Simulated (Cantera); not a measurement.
Feed: 1 mol B2O3, 0.16 mol NH3, held at 2273 K and 1.00 bar.

Equilibrium computed with Cantera from the NASA thermochemical tables; the gas is ideal and each condensed phase is pure. Candidate condensed phases: B, BN, B2O3, B3O3H3, H2O; 39 gas species. Kinetics and transport are ignored.

Base state: B2O3 0.580, HBO2 0.123, H2 0.122, N2 0.0709, HBO 0.0477, B2O2 0.0356, BO 0.0132, H2O 0.00402 (mole fractions); condensed: B2O3(l).

### Question
What changes in the equilibrium state with this change: B2O3 replaced by borazine?

### Answer
```
species         before     after
------------  --------  --------
H2               0.122     0.967
N2              0.0709    0.0244
H              0.00293   0.00826
B2O3             0.580         0
HBO2             0.123         0
HBO             0.0477         0
B2O2            0.0356         0
BO              0.0132         0
BH2            1.10e-6  0.000745
H2O            0.00402         0
BO2           0.000555         0
OH             1.50e-5         0
B2O3(l), mol     0.201         0
BN(s), mol           0      3.00
```
The feed counts by its element totals alone. The tables' values for BH2 are old estimates; treat these amounts as uncertain. Gases not in the tables: B2H6 and higher boranes.
